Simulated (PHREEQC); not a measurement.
Brine

Solution (15 °C): 2.8 mol/kgw KCl and 5 mol/kgw KBr. Closed to the air; pH follows from the charge balance.

Model: Pitzer model, pitzer.dat, run in PHREEQC.

Precipitation was switched off in this run.

Problem. Estimate the activity of water, osmotic coefficient.

Solution. activity of water 0.739; osmotic coefficient 1.078.

Saturation is exceeded, for instance for Sylvite; the values hold only as long as no solid forms. Species that the database lacks are ignored.
